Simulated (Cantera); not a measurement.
Nb + O2 + H2 (tantalum, niobium, vanadium and zirconium in process gases)

A closed system holds: 1 mol Nb, 1.4 mol O2, 160 mol H2, at 0.950 bar.

Equilibrium computed with Cantera from the NASA thermochemical tables; the gas is ideal and each condensed phase is pure. Candidate condensed phases: H2O, Nb, NbO, NbO2, Nb2O5; 12 gas species. Mutual solubility and eutectic melting of coexisting phases are not modelled. NbO: taken at fixed stoichiometry. Condensed phases not in the tables: the oxides between NbO2 and Nb2O5. Equilibrium is a limit: real reactors are often held back by kinetics, nucleation or transport.

```
T (°C)  log p H2  log p H2O  log p H  log p NbO2  log p OH  n NbO2(s)  n NbO(s)
------  --------  ---------  -------  ----------  --------  ---------  --------
1250       -0.02      -2.32    -4.65       -9.92     -8.46       1.00         0
1300       -0.02      -2.32    -4.40       -9.31     -8.14       1.00         0
1350       -0.02      -2.32    -4.17       -8.73     -7.85       1.00         0
1400       -0.02      -2.32    -3.96       -8.20     -7.57      1.000         0
1450       -0.02      -2.32    -3.75       -7.69     -7.31      1.000         0
1500       -0.02      -2.29    -3.56       -7.22     -7.03      0.930    0.0701
1550       -0.03      -2.20    -3.38       -6.77     -6.71      0.744     0.256
1600       -0.03      -2.12    -3.20       -6.35     -6.41      0.534     0.466
1650       -0.03      -2.05    -3.04       -5.95     -6.13      0.297     0.703
1700       -0.03      -1.98    -2.88       -5.57     -5.86     0.0316     0.968
1750       -0.03      -1.97    -2.74       -5.27     -5.66          0     0.999
```
log p: log10 of the partial pressure in bar; n: condensed amount in mol.

From 1250 °C to 1450 °C the condensed part is NbO2(s). From 1500 °C to 1700 °C the condensed part is NbO(s) + NbO2(s). At 1750 °C the condensed part is NbO(s).
